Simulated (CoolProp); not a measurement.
The fluid at 295 K and 0.216 MPa expands adiabatically to 0.133 MPa with isentropic efficiency 0.9. The same conditions are run with several fluids, on thermodynamics alone (safety and materials aside).

Model: reference Helmholtz-energy equation of state of each fluid (fluorine: de Reuck 1990; propane: Lemmon 2009; fluoroethane (R161): Wu 2012; hydrogen chloride: Thol 2018; methane: Setzmann 1991), in CoolProp.

**Question.** Rank fluorine, propane, fluoroethane (R161), hydrogen chloride, methane by work (kJ/kg), highest first.

**Answer.** methane (62.8), hydrogen chloride (27.1), fluorine (26.4), propane (22.8), fluoroethane (R161) (20.8)

| fluid | final temperature (K) | final density (kg/m³) |
|---|---|---|
| fluorine | 262.5 | 2.32 |
| propane | 279.6 | 2.59 |
| fluoroethane (R161) | 276.2 | 2.86 |
| hydrogen chloride | 260.6 | 2.27 |
| methane | 266.0 | 0.968 |
